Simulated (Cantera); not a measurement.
Cantera run, input and output.

```python
import numpy as np
import cantera as ct

gas = ct.Solution("SiF4_NH3_mec.yaml", "gas")
gas.TPX = 1798, 101325, {'NH3': 1, 'N2': 2.4}
reactor = ct.IdealGasConstPressureReactor(gas, energy="off", clone=False)
net = ct.ReactorNet([reactor])
net.rtol, net.atol = 1e-08, 1e-18
show = ['NH3', 'N2H2', 'N2H4', 'H', 'H2', 'NH', 'N']
times = np.geomspace(2e-06, 100, 15)

steps = ct.SolutionArray(gas, extra=["t"])
rows = []
print(f"{'t/s':>10s}{'T/K':>9s}{'P/Pa':>11s}" + "".join(f"{s:>11s}" for s in show))
for t in times:
    while net.time < t:
        t_next = net.step()
        steps.append(gas.state, t=t_next)
    rows.append([np.interp(t, steps.t, y) for y in (steps.T, steps.P, *steps(*show).X.T)])
    print(f"{t:10.3e}{rows[-1][0]:9.1f}{rows[-1][1]:11.4g}" + "".join(f"{x:11.3e}" for x in rows[-1][2:]))
rate = np.gradient(steps.T, steps.t)
print("integrator steps:", len(steps.t))
if steps.T.max() > steps.T[0] + 200:
    print(f"time of steepest temperature rise: {steps.t[rate.argmax()]:.4e} s")
gas.TPX = 1798, 101325, {'NH3': 1, 'N2': 2.4}
gas.equilibrate("TP")
print(f"equilibrium (TP): T = {gas.T:.1f} K  " + "  ".join(f"{s} {gas[s].X[0]:.3e}" for s in show))
```

Result:

```
       t/s      T/K       P/Pa        NH3       N2H2       N2H4          H         H2         NH          N
 2.000e-06   1798.0  1.013e+05  2.941e-01  1.838e-12  2.084e-12  6.132e-08  4.812e-07  1.116e-11  2.801e-16
 7.095e-06   1798.0  1.013e+05  2.941e-01  6.033e-11  3.784e-11  6.133e-08  1.863e-06  1.930e-10  1.736e-14
 2.517e-05   1798.0  1.013e+05  2.941e-01  1.182e-09  5.263e-10  6.157e-08  6.777e-06  3.895e-09  1.164e-12
 8.929e-05   1798.0  1.013e+05  2.941e-01  1.846e-08  6.704e-09  6.556e-08  2.473e-05  7.201e-08  6.062e-11
 3.168e-04   1798.0  1.013e+05  2.939e-01  2.259e-07  6.776e-08  1.198e-07  1.133e-04  5.637e-07  5.798e-10
 1.124e-03   1798.0  1.013e+05  2.933e-01  6.093e-07  1.709e-07  3.921e-07  7.574e-04  1.134e-06  2.488e-09
 3.986e-03   1798.0  1.013e+05  2.910e-01  6.125e-07  1.646e-07  1.188e-06  3.386e-03  1.276e-06  8.099e-09
 1.414e-02   1798.0  1.013e+05  2.832e-01  5.851e-07  1.429e-07  3.786e-06  1.248e-02  1.561e-06  2.707e-08
 5.017e-02   1798.0  1.013e+05  2.577e-01  5.056e-07  1.092e-07  1.190e-05  4.204e-02  1.875e-06  6.598e-08
 1.780e-01   1798.0  1.013e+05  1.895e-01  3.251e-07  6.450e-08  3.552e-05  1.211e-01  1.860e-06  9.719e-08
 6.314e-01   1798.0  1.013e+05  8.033e-02  9.783e-08  1.768e-08  8.959e-05  2.477e-01  1.305e-06  9.525e-08
 2.240e+00   1798.0  1.013e+05  1.455e-02  7.449e-09  1.129e-09  1.635e-04  3.239e-01  4.728e-07  4.999e-08
 7.946e+00   1798.0  1.013e+05  2.240e-03  2.643e-10  3.644e-11  1.991e-04  3.382e-01  9.968e-08  1.239e-08
 2.819e+01   1798.0  1.013e+05  4.942e-04  1.379e-11  1.854e-12  2.048e-04  3.402e-01  2.301e-08  2.928e-09
 1.000e+02   1798.0  1.013e+05  1.295e-04  1.105e-12  1.279e-13  2.054e-04  3.406e-01  6.055e-09  7.720e-10
integrator steps: 1840
equilibrium (TP): T = 1798.0 K  NH3 4.757e-06  N2H2 1.654e-13  N2H4 1.730e-16  H 2.055e-04  H2 3.408e-01  NH 2.224e-10  N 2.835e-11
```

Detailed kinetics in Cantera: the gas-phase N/H chemistry of the illustrative SiF4/NH3 mechanism in the Surface Chemkin manual (1991). Walls and surfaces, which speed up NH3 decomposition in real reactors, are not modelled.
